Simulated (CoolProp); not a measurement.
Saturation properties of octamethyltrisiloxane (MDM).

Values from CoolProp's reference Helmholtz-energy equation of state, Thol 2017.

```json
[
 {"T (K)": "419", "p (kPa)": "84.89", "enthalpy of vaporisation (kJ/kg)": "155.6", "vapour Z": "0.9345"},
 {"T (K)": "425", "p (kPa)": "99.66", "enthalpy of vaporisation (kJ/kg)": "152.9", "vapour Z": "0.9265"},
 {"T (K)": "431.1", "p (kPa)": "116.7", "enthalpy of vaporisation (kJ/kg)": "150.1", "vapour Z": "0.9177"},
 {"T (K)": "437.2", "p (kPa)": "135.8", "enthalpy of vaporisation (kJ/kg)": "147.2", "vapour Z": "0.9082"},
 {"T (K)": "443.2", "p (kPa)": "156.9", "enthalpy of vaporisation (kJ/kg)": "144.3", "vapour Z": "0.8982"},
 {"T (K)": "449.3", "p (kPa)": "180.8", "enthalpy of vaporisation (kJ/kg)": "141.3", "vapour Z": "0.8873"},
 {"T (K)": "455.4", "p (kPa)": "207.5", "enthalpy of vaporisation (kJ/kg)": "138.2", "vapour Z": "0.8756"},
 {"T (K)": "461.4", "p (kPa)": "236.5", "enthalpy of vaporisation (kJ/kg)": "135.0", "vapour Z": "0.8632"},
 {"T (K)": "467.5", "p (kPa)": "269.1", "enthalpy of vaporisation (kJ/kg)": "131.7", "vapour Z": "0.8499"},
 {"T (K)": "473.6", "p (kPa)": "304.9", "enthalpy of vaporisation (kJ/kg)": "128.3", "vapour Z": "0.8355"}
]
```

It boils at 425.6 K under 1 atm.
